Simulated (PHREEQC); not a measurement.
## Buffer: speciation

Dissolve 0.0012 mol HF, 0.013 mol Na2HPO4 and 0.3 mol KCl per kg of water at 25 °C and 300 atm. Closed to the air; pH follows from the charge balance.

Computed with PHREEQC (ion-association model, phreeqc.dat).

Each row changes one thing in this solution. Precipitation was switched off in this run.

| case | pH | ionic strength (mol/kgw) | HF (mol/kgw) | HF2- (mol/kgw) |
|---|---|---|---|---|
| as made | 7.57 | 0.335 | 2.54e-8 | 1.02e-10 |
| Na2HPO4 from 0.013 to 0.065 mol/kgw | 8.24 | 0.480 | 4.96e-9 | 1.92e-11 |
| KCl left out | 7.84 | 0.0374 | 1.82e-8 | 7.36e-11 |
| KCl from 0.3 to 0.33 mol/kgw | … | 0.365 | … | 1.03e-10 |
| Na2HPO4 left out | 3.20 | 0.301 | 0.000402 | 1.08e-6 |

**Question.** Fill in the missing entries.

**Answer.** 
- KCl from 0.3 to 0.33 mol/kgw, pH: 7.56
- KCl from 0.3 to 0.33 mol/kgw, HF (mol/kgw): 2.57e-8

Under pressure, the constants of complexes without a molar volume in the database are unreliable.
